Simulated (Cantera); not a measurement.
Charge: 1 mol B₂O₃, 0.6 mol SiCl₄, 0.87 mol O₂, at 7.80 mbar.

These are equilibrium values from Cantera (NASA tables, ideal gas, pure condensed phases), not measurements of a reactor. Candidate condensed phases: B, B₂O₃, Si, SiO₂; 27 gas species. Mutual solubility and eutectic melting of coexisting phases are not modelled. The tables' values for BOCl are old estimates; treat these amounts as uncertain. The tables hold silica as quartz up to 1696 K and as liquid above; real silica turns to tridymite and cristobalite and melts near 1996 K. Condensed phases not in the tables: borates and borosilicate glass, alloys, solid solutions and most ternary compounds. The numbers say what is thermodynamically allowed, not how fast it happens.

x: gas mole fraction; n: condensed amount in mol.

```json
[
 {"T (K)": "973", "x Cl₂": "0.814", "x Cl": "0.00262", "x O₂": "0.183", "x B₂O₃": "1.14e-10", "x BOCl": "1.27e-8", "n B₂O₃(l)": "1.00", "n SiO₂(β-quartz)": "0.600"},
 {"T (K)": "1023", "x Cl₂": "0.811", "x Cl": "0.00555", "x O₂": "0.183", "x B₂O₃": "1.26e-9", "x BOCl": "7.83e-8", "n B₂O₃(l)": "1.00", "n SiO₂(β-quartz)": "0.600"},
 {"T (K)": "1073", "x Cl₂": "0.806", "x Cl": "(withheld)", "x O₂": "0.183", "x B₂O₃": "(withheld)", "x BOCl": "4.05e-7", "n B₂O₃(l)": "1.000", "n SiO₂(β-quartz)": "0.600"},
 {"T (K)": "1123", "x Cl₂": "0.798", "x Cl": "0.0203", "x O₂": "0.182", "x B₂O₃": "7.93e-8", "x BOCl": "1.80e-6", "n B₂O₃(l)": "1.000", "n SiO₂(β-quartz)": "0.600"},
 {"T (K)": "1173", "x Cl₂": "0.784", "x Cl": "0.0355", "x O₂": "0.180", "x B₂O₃": "4.77e-7", "x BOCl": "6.97e-6", "n B₂O₃(l)": "1.000", "n SiO₂(β-quartz)": "0.600"},
 {"T (K)": "1223", "x Cl₂": "0.763", "x Cl": "0.0591", "x O₂": "0.178", "x B₂O₃": "2.47e-6", "x BOCl": "2.40e-5", "n B₂O₃(l)": "1.000", "n SiO₂(β-quartz)": "0.600"},
 {"T (K)": "1273", "x Cl₂": "0.731", "x Cl": "0.0939", "x O₂": "0.175", "x B₂O₃": "1.11e-5", "x BOCl": "7.44e-5", "n B₂O₃(l)": "1.000", "n SiO₂(β-quartz)": "0.600"},
 {"T (K)": "1323", "x Cl₂": "0.687", "x Cl": "0.142", "x O₂": "0.171", "x B₂O₃": "4.46e-5", "x BOCl": "0.000209", "n B₂O₃(l)": "1.000", "n SiO₂(β-quartz)": "0.600"},
 {"T (K)": "1373", "x Cl₂": "0.628", "x Cl": "0.206", "x O₂": "0.165", "x B₂O₃": "0.000161", "x BOCl": "0.000537", "n B₂O₃(l)": "0.999", "n SiO₂(β-quartz)": "0.600"},
 {"T (K)": "1423", "x Cl₂": "(withheld)", "x Cl": "(withheld)", "x O₂": "0.157", "x B₂O₃": "(withheld)", "x BOCl": "0.00126", "n B₂O₃(l)": "0.998", "n SiO₂(β-quartz)": "0.600"},
 {"T (K)": "1473", "x Cl₂": "0.469", "x Cl": "0.377", "x O₂": "0.149", "x B₂O₃": "0.00158", "x BOCl": "0.00274", "n B₂O₃(l)": "0.994", "n SiO₂(β-quartz)": "0.600"},
 {"T (K)": "1523", "x Cl₂": "0.377", "x Cl": "0.473", "x O₂": "0.140", "x B₂O₃": "0.00442", "x BOCl": "0.00547", "n B₂O₃(l)": "0.985", "n SiO₂(β-quartz)": "0.600"},
 {"T (K)": "1573", "x Cl₂": "0.283", "x Cl": "0.563", "x O₂": "0.131", "x B₂O₃": "0.0115", "x BOCl": "0.0101", "n B₂O₃(l)": "0.964", "n SiO₂(β-quartz)": "0.600"},
 {"T (K)": "1623", "x Cl₂": "0.198", "x Cl": "0.633", "x O₂": "0.121", "x B₂O₃": "0.0282", "x BOCl": "0.0170", "n B₂O₃(l)": "0.913", "n SiO₂(β-quartz)": "0.600"}
]
```

**Question.** Complete the blanks.

**Answer.** 
- 1423, x Cl₂: 0.555
- 1423, x Cl: 0.285
- 1423, x B₂O₃: 0.000526
- 1073, x Cl: 0.0109
- 1073, x B₂O₃: 1.11e-8
